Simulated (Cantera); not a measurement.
Premixed flame

A freely propagating, adiabatic, planar premixed flame of 26.7 % CO, 1.47 % H2, 15.1 % O2, 56.8 % N2, equivalence ratio 0.93, unburnt at 623 K and 760 Torr; mixture-averaged transport, grid criteria slope 0.08 and curve 0.16, no radiation.

Computed with Cantera and GRI-Mech 3.0 (53 species, 325 reactions). Burning velocities carry a grid error of a few per cent, more on coarse grids.

| z (mm) | T (K) | u (m/s) | x CO | x H2 | x O2 | x OH | x H | x HO2 |
|---|---|---|---|---|---|---|---|---|
| -2.88 | 623 | 1.31 | 0.267 | 0.0147 | 0.151 | <1e-8 | <1e-8 | <1e-8 |
| -1.92 | 623 | 1.31 | 0.267 | 0.0146 | 0.151 | <1e-8 | <1e-8 | <1e-8 |
| -1.44 | 623 | 1.31 | 0.267 | 0.0146 | 0.151 | <1e-8 | <1e-8 | 1.46e-8 |
| -0.961 | 623 | 1.31 | 0.267 | 0.0143 | 0.151 | <1e-8 | <1e-8 | 3.86e-7 |
| -0.481 | 632 | 1.33 | 0.267 | 0.0128 | 0.151 | 1.58e-7 | 7.14e-7 | 5.08e-5 |
| -0.240 | 793 | 1.66 | 0.258 | 0.00960 | 0.146 | 0.000125 | 0.000338 | 0.000156 |
| 0 | 1229 | 2.52 | 0.211 | 0.00336 | 0.117 | 0.000981 | 0.00428 | 4.20e-5 |
| 0.240 | 1548 | 3.09 | 0.154 | 0.00107 | 0.0811 | 0.00222 | 0.00777 | 1.62e-5 |
| 0.481 | 1724 | 3.39 | 0.123 | 0.00106 | 0.0652 | 0.00310 | 0.00823 | 9.86e-6 |
| 0.961 | 1902 | 3.69 | 0.105 | 0.00111 | 0.0572 | 0.00395 | 0.00615 | 6.19e-6 |
| 1.92 | 2068 | 3.96 | 0.0921 | 0.000991 | 0.0524 | 0.00434 | 0.00358 | 3.65e-6 |
| 3.85 | 2214 | 4.20 | 0.0780 | 0.000804 | 0.0469 | 0.00426 | 0.00199 | 2.07e-6 |
| 7.69 | 2336 | 4.39 | 0.0644 | 0.000628 | 0.0412 | 0.00391 | 0.00111 | 1.38e-6 |
x: mole fraction of selected species; z is measured from the peak of heat release.

```
Property                     Value
------------------------  --------
laminar burning velocity  131 cm/s
thermal thickness         0.961 mm
peak x(OH)                 0.00435
peak x(H)                  0.00833
peak x(HO2)               0.000188
grid points                    142
```
